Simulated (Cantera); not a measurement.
Standard-state values (1 bar) from the NASA 1993 polynomials, evaluated with Cantera. Values are per mole of reaction as written; species without (g) are pure solids or liquids, kept so even where they would boil at 1 bar.

Between 575 and 875 K, where is each reaction favourable under standard conditions?
- 2 NaCl = 2 Na + Cl₂(g)


- 2 NaCl = 2 Na + Cl₂(g): ΔG° is 716 kJ at 575 K and 660 kJ at 875 K; it stays positive (K < 1). ΔH° is 819 kJ and ΔS° 181 J/K at 875 K.
